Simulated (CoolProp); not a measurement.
Saturation properties of R134a (Tc = 101.1 °C, pc = 4059 kPa, ω = 0.327).

The numbers come from the reference Helmholtz-energy equation of state, Tillner-Roth 1994 in CoolProp.

| T (°C) | p (kPa) | vapour Z | liquid viscosity (µPa s) |
|---|---|---|---|
| -49.05 | 31.12 | 0.9811 | 542 |
| -40.35 | 50.28 | 0.9736 | 470 |
| -31.65 | 77.97 | 0.9642 | 411 |
| -22.95 | 116.6 | 0.9528 | 362 |
| -14.35 | ___ | 0.9393 | 322 |
| -5.65 | ___ | 0.9234 | 287 |
| 3.05 | 326.6 | 0.9050 | 256 |
| 11.75 | ___ | 0.8840 | 230 |
| 20.45 | 579.7 | 0.8602 | 206 |
| 29.15 | ___ | 0.8334 | 185 |
| 37.85 | 959.2 | ___ | 166 |
| 46.55 | 1207 | 0.7697 | 148 |
| 55.25 | ___ | 0.7318 | ___ |

### Question
What belongs in the gaps?

### Answer

- -14.35, p (kPa): 168.4
- -5.65, p (kPa): 237.4
- 11.75, p (kPa): 439.4
- 29.15, p (kPa): 751.6
- 37.85, vapour Z: 0.8034
- 55.25, p (kPa): 1501
- 55.25, liquid viscosity (µPa s): 132

It boils at -26.1 °C under 1 atm.

Viscosity comes from a separate model (Huber 2003), an estimate that may be off by 10 % or more.
